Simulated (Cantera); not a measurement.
Feed: 1 mol SiH2Cl2, 11 mol NH3, 3.9 mol H2, held at 1.00 bar.

Method: chemical equilibrium by Gibbs-energy minimisation in Cantera with the NASA 1993 tables (ideal gas, pure condensed phases). Candidate condensed phases: NH4Cl, Si, Si3N4; 28 gas species. Gases not in the tables: Si2H6 and higher silanes. Kinetics and transport are ignored.

Q: What share of the Si ends up in condensed phases as a function of T (K), at 1098, 1198, 1298, 1398, 1498, 1598, 1698, 1798, 1898, 1998?

A: 
```csv
T (K),Si condensed (%),as
1098,99.9,Si3N4(s)
1198,99.9,Si3N4(s)
1298,99.9,Si3N4(s)
1398,99.8,Si3N4(s)
1498,99.6,Si3N4(s)
1598,98.9,Si3N4(s)
1698,97.0,Si3N4(s)
1798,92.8,Si3N4(s)
1898,85.4,Si3N4(s)
1998,74.9,Si3N4(s)
```
